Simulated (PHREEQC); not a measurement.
A solution holds 3 mmol/kgw NaAlO2, at 25 °C. Closed to the air; pH follows from the charge balance.

Model: ion-association model, phreeqc.dat, run in PHREEQC.

No solid was allowed to form.

Q: Estimate the pH.

A: pH 8.58.

Saturation is exceeded, for instance for Al(OH)3(a), Gibbsite (slow to form); the values hold only as long as no solid forms.
